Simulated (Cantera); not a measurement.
Feed: 1 mol SrCl2, 4.9 mol H2, 0.17 mol N2, at 133 Pa.

Equilibrium computed with Cantera from the NASA thermochemical tables; the gas is ideal and each condensed phase is pure. Candidate condensed phases: NH4Cl, Sr, SrCl2; 15 gas species. Equilibrium is a limit: real reactors are often held back by kinetics, nucleation or transport.

Task: Which condensed phases are stable at each of these points (T (K)): 1023, 1048, 1073, 1098, 1123, 1148, 1173, 1198, 1223, 1248, 1273?

Result: 
| T (K) | condensed phases | Sr condensed (%) |
|---|---|---|
| 1023 | SrCl2(s) | 100.0 |
| 1048 | SrCl2(s) | 100.0 |
| 1073 | SrCl2(s) | 100.0 |
| 1098 | SrCl2(s) | 100.0 |
| 1123 | SrCl2(s) | 99.9 |
| 1148 | SrCl2(l) | 99.9 |
| 1173 | SrCl2(l) | 99.8 |
| 1198 | SrCl2(l) | 99.6 |
| 1223 | SrCl2(l) | 99.2 |
| 1248 | SrCl2(l) | 98.5 |
| 1273 | SrCl2(l) | 97.4 |

From 1023 K to 1123 K the condensed part is SrCl2(s). From 1148 K to 1273 K the condensed part is SrCl2(l).
